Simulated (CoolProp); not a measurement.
Vapour-liquid equilibrium of cyclohexane (1) + n-heptane (2) at 10.5 bar; x and y are mole fractions of (1).

The numbers come from the multi-fluid Helmholtz-energy mixture model, Zhou 2014 and Span 2003; pair parameters Bell 2016 in CoolProp.

```tsv
x	bubble temperature, mixture model (°C)	bubble temperature, Raoult's law (°C)	y, mixture model	y, Raoult's law
0.05	203.0	202.9	0.061	0.067
0.15	200.9	200.8	0.181	0.195
0.25	198.8	198.8	0.296	0.314
0.35	196.7	196.8	0.405	0.426
0.45	194.7	194.8	0.509	0.531
0.55	192.8	192.9	0.608	0.629
0.65	190.9	191.0	0.703	0.721
0.75	189.1	189.2	0.792	0.807
0.85	187.4	187.4	0.878	0.888
0.95	185.7	185.7	0.960	0.964
```

The largest gap from Raoult's law is -0.1 K in bubble temperature, at x = 0.65. No azeotrope shows between x = 0.05 and 0.95.

The pair parameters rest on a limited set of measurements; away from them the model extrapolates.
